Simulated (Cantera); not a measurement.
Input (Python, Cantera) and output of one run.

```python
import numpy as np
import cantera as ct

gas_names = [...]  # 95 gases of nasa_gas.yaml made of C, F, H
cond_names = """
    C(gr) C6H6(L) C7H8(L) C8H18(L),n-octa
""".split()


# ... load() reads the species with a 1 bar reference pressure and builds the phases ...
atoms = {
    'c-C4F8': {'C': 4, 'F': 8},
    'CH4': {'C': 1, 'H': 4},
    'H2': {'H': 2},
}
top_T = {'C(gr)': 4500}  # K; cautious upper limits of use, not melting points


# ... equilibrate(T, P, feed) seeds the gas with the atoms and calls Mixture.equilibrate('TP', solver="vcs", rtol=1e-11, max_steps=5000) ...
results = []
feed = {'c-C4F8': 1, 'CH4': 0.019, 'H2': 16}  # mol
P = 10000  # Pa
for T in [1998, 2048, 2098, 2148, 2198, 2248, 2298, 2348, 2398]:
    mix = equilibrate(T, P, feed)
    results.append((T, P, feed, dict(zip(mix.species_names, mix.species_moles))))

top = {s: max(r[3][s] / sum(r[3][g] for g in gas_names) for r in results) for s in gas_names}
cols = sorted((s for s in top if top[s] > 0.001), key=lambda s: -top[s])[:7]
seen = [c for c in cond_names if any(r[3].get(c, 0) > 1e-12 for r in results)]
print("log10 of partial pressures in bar; condensed amounts in mol")
print(f"{'T/K':>10s}" + "".join(f"{s[:9]:>10s}" for s in cols + seen))
for T, P, feed, n in results:
    ng = sum(n[g] for g in gas_names)
    print(f"{T:10.4g}" + "".join(f"{np.log10(max(n[s] / ng * P / 1e5, 1e-99)):10.3f}" for s in cols)
          + "".join(f"{n.get(c, 0):10.4g}" for c in seen))
```

Result:

```
log10 of partial pressures in bar; condensed amounts in mol
       T/K        H2        HF         H C2H2,acet     C(gr)
      1998    -1.224    -1.400    -3.407    -4.344         4
      2048    -1.225    -1.400    -3.262    -4.204     3.994
      2098    -1.226    -1.400    -3.125    -4.072     3.985
      2148    -1.228    -1.401    -2.994    -3.946     3.973
      2198    -1.230    -1.402    -2.869    -3.826     3.958
      2248    -1.233    -1.403    -2.750    -3.713      3.94
      2298    -1.237    -1.404    -2.637    -3.605     3.918
      2348    -1.241    -1.405    -2.529    -3.504      3.89
      2398    -1.247    -1.407    -2.426    -3.407     3.857
```

These are equilibrium values from Cantera (NASA tables, ideal gas, pure condensed phases), not measurements of a reactor. The feed counts by its element totals alone.
